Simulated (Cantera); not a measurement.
Cantera run:

```python
import numpy as np
import cantera as ct

gas_names = """
    CF3 CuF2 CF2
""".split()
cond_names = """
    Cu(cr) Cu(L)
""".split()


def load(file, names, dense=False):
    # The tables refer to 1 bar. Condensed volumes are neglected.
    table = {s.name: s for s in ct.Species.list_from_file(file)}
    out = []
    for n in names:
        d = dict(table[n].input_data)
        d["thermo"] = dict(d["thermo"], **{"reference-pressure": 1e5})
        if dense:
            d["equation-of-state"] = {"model": "constant-volume", "density": "1e6 g/cm^3"}
        out.append(ct.Species.from_dict(d))
    return out


species = {s.name: s for s in load("nasa_gas.yaml", gas_names) + load("nasa_condensed.yaml", cond_names)}
# Each term lists the table entries of one substance; the one whose range holds T is used.
reactions = {
    'Cu + 2 CF3(g) = CuF2(g) + 2 CF2(g)':
        [(-1, ['Cu(cr)', 'Cu(L)']), (-2, ['CF3']), (1, ['CuF2']), (2, ['CF2'])],
}


def pick(names, T):
    return next(species[n] for n in names if species[n].thermo.min_temp <= T <= species[n].thermo.max_temp)


results = []
for label, terms in reactions.items():
    print(label)
    print("     T/K   dH/kJ  dS/(J/K)   dG/kJ   log10 K")
    for T in [1175, 1275, 1375, 1475, 1575, 1675, 1775, 1875, 1975]:
        used = [(nu, pick(names, T)) for nu, names in terms]
        dH = sum(nu * s.thermo.h(T) for nu, s in used) / 1e6
        dS = sum(nu * s.thermo.s(T) for nu, s in used) / 1e3
        dG = dH - T * dS / 1e3
        logK = -dG * 1e6 / (ct.gas_constant * T * np.log(10))
        results.append((label, T, dH, dS, dG, logK, [s.name for _, s in used]))
        print(f"{T:8g} {dH:8.1f} {dS:8.1f} {dG:8.1f} {logK:8.2f}")
```

It prints:

```
Cu + 2 CF3(g) = CuF2(g) + 2 CF2(g)
     T/K   dH/kJ  dS/(J/K)   dG/kJ   log10 K
    1175    300.0    173.5     96.1    -4.27
    1275    298.1    171.9     78.9    -3.23
    1375    282.8    160.6     61.9    -2.35
    1475    280.6    159.1     45.9    -1.63
    1575    278.4    157.6     30.1    -1.00
    1675    276.1    156.2     14.4    -0.45
    1775    273.9    154.9     -1.1     0.03
    1875    271.6    153.7    -16.6     0.46
    1975    269.4    152.5    -31.9     0.84
```

Cantera with NASA thermochemical tables; ideal gases at 1 bar, condensed phases pure. Condensed species are held in their standard states even where they would react or evaporate.
